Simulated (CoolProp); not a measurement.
A single-stage vapour-compression cycle with R236EA: evaporating at 315.15 K (dew point), condensing at 335.15 K (bubble point), superheat 0 K, subcooling 8 K, compressor efficiency 0.6, no pressure losses. Each further row changes one setting.

Values from CoolProp's reference Helmholtz-energy equation of state, Rui 2013.

```json
[
 {"case": "as stated", "cooling COP": "9.02", "pressure ratio": "1.77", "discharge temperature (K)": "335.8", "refrigerating effect (kJ/kg)": "131", "volumetric capacity (kJ/m³)": "3040"},
 {"case": "evaporating temperature 320.15 K", "cooling COP": "12.5", "pressure ratio": "1.52", "discharge temperature (K)": "335.6", "refrigerating effect (kJ/kg)": "134", "volumetric capacity (kJ/m³)": "3620"},
 {"case": "condensing temperature 330.15 K", "cooling COP": "12.4", "pressure ratio": "1.55", "discharge temperature (K)": "330.8", "refrigerating effect (kJ/kg)": "137", "volumetric capacity (kJ/m³)": "3200"},
 {"case": "subcooling 13 K", "cooling COP": "9.48", "pressure ratio": "1.77", "discharge temperature (K)": "335.8", "refrigerating effect (kJ/kg)": "137", "volumetric capacity (kJ/m³)": "3200"},
 {"case": "superheat 10 K", "cooling COP": "9.17", "pressure ratio": "1.77", "discharge temperature (K)": "345.9", "refrigerating effect (kJ/kg)": "140", "volumetric capacity (kJ/m³)": "3120"},
 {"case": "compressor efficiency 0.5", "cooling COP": "7.52", "pressure ratio": "1.77", "discharge temperature (K)": "338.6", "refrigerating effect (kJ/kg)": "131", "volumetric capacity (kJ/m³)": "3040"}
]
```
